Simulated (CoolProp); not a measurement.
Vapour-liquid equilibrium of carbon dioxide (1) + CHF3 (R23) (2) at 701 kPa; x and y are mole fractions of (1).

Computed with CoolProp (multi-fluid Helmholtz-energy mixture model, Span 1996 and Penoncello 2003; pair parameters Bell 2016).

```tsv
x	bubble temperature, mixture model (K)	bubble temperature, Raoult's law (K)	y, mixture model	y, Raoult's law
0.05	232.1	232.4	0.073	0.070
0.2	229.9	230.8	0.271	0.262
0.35	228.1	229.3	0.439	0.434
0.5	226.6	227.9	0.582	0.587
0.65	225.4	226.6	0.709	0.726
0.8	224.5	225.4	0.830	0.851
0.95	223.9	224.2	0.955	0.964
```

The largest gap from Raoult's law is -1.3 K in bubble temperature, at x = 0.5. No azeotrope shows between x = 0.05 and 0.95.

Pair parameters are fitted to limited data, so mixtures are less certain than the pure fluids.
